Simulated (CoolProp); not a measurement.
Properties of R1224YDZ along the isotherm 276.2 K (Tc = 428.7 K, pc = 3.334 MPa, ω = 0.325).

Values from CoolProp's reference Helmholtz-energy equation of state, Akasaka 2023.

```json
[
 {"p (MPa)": "1.28", "phase": "liquid", "density (kg/m³)": "1422", "isothermal compressibility (1/MPa)": "0.001972", "fugacity coefficient": "0.05003"},
 {"p (MPa)": "2.56", "phase": "liquid", "density (kg/m³)": "1425", "isothermal compressibility (1/MPa)": "0.001918", "fugacity coefficient": "0.02651"},
 {"p (MPa)": "3.85", "phase": "liquid", "density (kg/m³)": "1429", "isothermal compressibility (1/MPa)": "0.001866", "fugacity coefficient": "0.01869"},
 {"p (MPa)": "5.13", "phase": "liquid", "density (kg/m³)": "1432", "isothermal compressibility (1/MPa)": "0.001818", "fugacity coefficient": "0.01486"},
 {"p (MPa)": "6.41", "phase": "liquid", "density (kg/m³)": "1436", "isothermal compressibility (1/MPa)": "0.001773", "fugacity coefficient": "0.01260"},
 {"p (MPa)": "7.69", "phase": "liquid", "density (kg/m³)": "1439", "isothermal compressibility (1/MPa)": "0.001730", "fugacity coefficient": "0.01113"},
 {"p (MPa)": "8.98", "phase": "liquid", "density (kg/m³)": "1442", "isothermal compressibility (1/MPa)": "0.001690", "fugacity coefficient": "0.01010"},
 {"p (MPa)": "10.3", "phase": "liquid", "density (kg/m³)": "1445", "isothermal compressibility (1/MPa)": "0.001650", "fugacity coefficient": "0.009338"},
 {"p (MPa)": "11.5", "phase": "liquid", "density (kg/m³)": "1448", "isothermal compressibility (1/MPa)": "0.001616", "fugacity coefficient": "0.008825"},
 {"p (MPa)": "12.8", "phase": "liquid", "density (kg/m³)": "1451", "isothermal compressibility (1/MPa)": "0.001581", "fugacity coefficient": "0.008402"},
 {"p (MPa)": "14.1", "phase": "liquid", "density (kg/m³)": "1454", "isothermal compressibility (1/MPa)": "0.001547", "fugacity coefficient": "0.008082"},
 {"p (MPa)": "15.4", "phase": "liquid", "density (kg/m³)": "1457", "isothermal compressibility (1/MPa)": "0.001516", "fugacity coefficient": "0.007839"},
 {"p (MPa)": "16.7", "phase": "liquid", "density (kg/m³)": "1460", "isothermal compressibility (1/MPa)": "0.001485", "fugacity coefficient": "0.007658"}
]
```
